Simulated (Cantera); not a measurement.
# Premixed flame

A freely propagating, adiabatic, planar premixed flame of CH4 : CO : O2 : N2 = 1 : 1.2 : 2.6 : 10.1 (molar parts), equivalence ratio 1.0, unburnt at 600 K and 458 Torr; mixture-averaged transport, grid criteria slope 0.08 and curve 0.16, no radiation.

Cantera simulation using GRI-Mech 3.0 (53 species, 325 reactions); the numbers are that mechanism's predictions, not measurements. Burning velocities carry a grid error of a few per cent, more on coarse grids.

| z (mm) | T (K) | u (m/s) | x CH4 | x CO | x O2 | x OH | x C2H6 | x CH3 |
|---|---|---|---|---|---|---|---|---|
| -1.51 | 600 | 1.72 | 0.0671 | 0.0805 | 0.174 | <1e-8 | <1e-8 | 1.08e-8 |
| -1.01 | 600 | 1.72 | 0.0670 | 0.0804 | 0.174 | <1e-8 | 4.39e-8 | 1.44e-7 |
| -0.756 | 602 | 1.72 | 0.0669 | 0.0803 | 0.174 | 1.54e-8 | 3.88e-7 | 8.28e-7 |
| -0.504 | 617 | 1.78 | 0.0659 | 0.0802 | 0.173 | 1.76e-6 | 8.60e-6 | 9.87e-6 |
| -0.252 | 846 | 2.46 | 0.0546 | 0.0826 | 0.158 | 7.93e-5 | 0.000260 | 0.000210 |
| -0.126 | 1213 | 3.55 | 0.0337 | 0.0906 | 0.127 | 0.000508 | 0.000449 | 0.00128 |
| 0 | 1613 | 4.76 | 0.00886 | 0.0992 | 0.0823 | 0.00293 | 5.54e-5 | 0.00150 |
| 0.126 | 1784 | 5.25 | 0.000728 | 0.0910 | 0.0528 | 0.00673 | 2.74e-7 | 0.000189 |
| 0.252 | 1835 | 5.37 | 3.05e-5 | 0.0768 | 0.0409 | 0.00861 | <1e-8 | 8.77e-6 |
| 0.504 | 1891 | 5.49 | 7.34e-8 | 0.0606 | 0.0333 | 0.00970 | <1e-8 | 2.44e-8 |
| 1.01 | 1962 | 5.65 | <1e-8 | 0.0514 | 0.0292 | 0.0102 | <1e-8 | <1e-8 |
| 2.02 | 2047 | 5.86 | <1e-8 | 0.0475 | 0.0264 | 0.0101 | <1e-8 | <1e-8 |
| 4.03 | 2142 | 6.10 | <1e-8 | 0.0430 | 0.0231 | 0.00957 | <1e-8 | <1e-8 |
x: mole fraction of selected species; z is measured from the peak of heat release.

| Quantity | Value |
|---|---|
| laminar burning velocity | 172 cm/s |
| thermal thickness | 0.504 mm |
| peak x(OH) | 0.0102 |
| peak x(C2H6) | 0.000468 |
| peak x(CH3) | 0.00188 |
| grid points | 165 |
